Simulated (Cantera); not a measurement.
# Pyrogenic steam for wet oxidation

An isothermal, constant-pressure homogeneous reactor starts with 30.4 % H2, 21.7 % O2, 47.8 % N2, at 1198 K and 0.280 bar.

Computed with Cantera and the H2/O2 subset of GRI-Mech 3.0, which has no nitrogen chemistry. The temperature is held fixed by assumption; the heat of reaction is taken as removed at once.

```csv
t (s),x H2,x O2,x H,x H2O2,x H2O
0.000600,0.00305,0.0777,0.000941,4.90e-6,0.354
0.00134,0.000546,0.0770,5.51e-5,2.10e-6,0.358
0.00298,0.000102,0.0769,4.69e-6,7.73e-7,0.359
0.00664,1.99e-5,0.0769,5.17e-7,2.83e-7,0.359
0.0148,4.47e-6,0.0769,7.60e-8,1.07e-7,0.359
0.0329,1.29e-6,0.0769,1.49e-8,4.32e-8,0.359
0.0734,4.58e-7,0.0769,3.55e-9,1.84e-8,0.359
0.164,1.84e-7,0.0769,9.68e-10,8.15e-9,0.359
0.364,8.22e-8,0.0769,2.98e-10,3.80e-9,0.359
0.812,4.38e-8,0.0769,1.15e-10,1.98e-9,0.359
1.81,3.19e-8,0.0769,6.96e-11,1.35e-9,0.359
4.03,3.01e-8,0.0769,6.28e-11,1.24e-9,0.359
8.98,3.00e-8,0.0769,6.26e-11,1.24e-9,0.359
20.0,3.00e-8,0.0769,6.26e-11,1.24e-9,0.359
```
x: mole fraction; the columns are a selection and need not sum to one.

Equilibrium at this temperature and pressure: H2 3.00e-8, O2 0.0769, H 6.26e-11, H2O2 1.24e-9, H2O 0.359 (gas phase only).
